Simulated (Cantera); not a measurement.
## AlN + H₂O + N₂ (nitride etching)

Input: 1 mol AlN, a varied amount of H₂O, 9.6 mol N₂, equilibrated at 1775 K and 10.0 mbar.

These are equilibrium values from Cantera (NASA tables, ideal gas, pure condensed phases), not measurements of a reactor. Candidate condensed phases: Al, AlN, Al₂O₃, H₂O; 35 gas species. Mutual solubility and eutectic melting of coexisting phases are not modelled. The numbers say what is thermodynamically allowed, not how fast it happens.

```
n(H₂O) (mol)  log p N₂  log p H₂O  log p H₂  log p H  log p OH  log p Al  log p Al₂O  log p NO  n AlN(s)  n Al₂O₃(s)
------------  --------  ---------  --------  -------  --------  --------  ----------  --------  --------  ----------
0.2              -2.01      -8.48     -3.70    -5.39    -11.37     -5.78       -6.43    -12.19     0.865      0.0665
0.28             -2.01      -8.34     -3.56    -5.32    -11.30     -5.77       -6.43    -12.19     0.811      0.0932
0.39             -2.02      -8.20     -3.42    -5.25    -11.24     -5.77       -6.42    -12.19     0.738       0.130
0.55             -2.02      -8.06     -3.28    -5.18    -11.17     -5.77       -6.42    -12.20     0.631       0.183
0.77             -2.03      -7.93     -3.14    -5.11    -11.10     -5.76       -6.41    -12.21     0.484       0.257
1.1              -2.05      -7.80     -3.00    -5.04    -11.04     -5.76       -6.40    -12.22     0.264       0.367
1.5              -2.06      -6.82     -2.89    -4.98    -10.12     -7.05       -8.13    -11.36         0       0.500
2.2              -2.09      -3.25     -2.92    -5.00     -6.53    -12.45        <-14     -7.77         0       0.500
3                -2.11      -2.94     -2.94    -5.01     -6.21    -12.95        <-14     -7.45         0       0.500
4.3              -2.15      -2.71     -2.98    -5.03     -5.96    -13.36        <-14     -7.20         0       0.500
6.1              -2.21      -2.55     -3.04    -5.06     -5.77    -13.68        <-14     -7.01         0       0.500
8.5              -2.27      -2.42     -3.10    -5.09     -5.62    -13.95        <-14     -6.86         0       0.500
```
log p: log10 of the partial pressure in bar; n: condensed amount in mol.

From 0.2 mol H₂O to 1.1 mol H₂O the condensed part is AlN(s) + Al₂O₃(s). From 1.5 mol H₂O to 8.5 mol H₂O the condensed part is Al₂O₃(s). The main Al-bearing gas is Al at 0.2 mol H₂O and AlO₂H at 8.5 mol H₂O.
